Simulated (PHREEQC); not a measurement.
Reverse-osmosis permeate: speciation

A made-up water analysis in mg/L, 25 °C, pH 6.7, pe 10.3:

| constituent | mg/L |
|---|---|
| Na | 0.757 |
| K | 0.00401 |
| Ca | 5.99 |
| Mg | 1.65 |
| Cl | 5.1 |
| S(6) as SO4 | 3.16 |
| Alkalinity as HCO3 | 15 |
| Cu(2) | 0.582 |
| Si as SiO2 | 0.0152 |
| Cd | 0.855 |

Valence states are taken as typed.

Equilibrium calculation in PHREEQC: ion-association model, wateq4f.dat.

This is a speciation only: nothing precipitates in the calculation.

Q: What charge-balance error does the model give?

A: charge-balance error 4.9 %.

Q: In which forms is Cd present?

A: Cd+2 97 %, CdCl+ 1.2 %, CdSO4 0.7 %, CdHCO3+ 0.6 % of the Cd.

Saturation is exceeded, for instance for Malachite, Tenorite (slow to form); the values hold only as long as no solid forms. The database's constant for dissolved Cu(OH)2 is higher than later reviews accept.
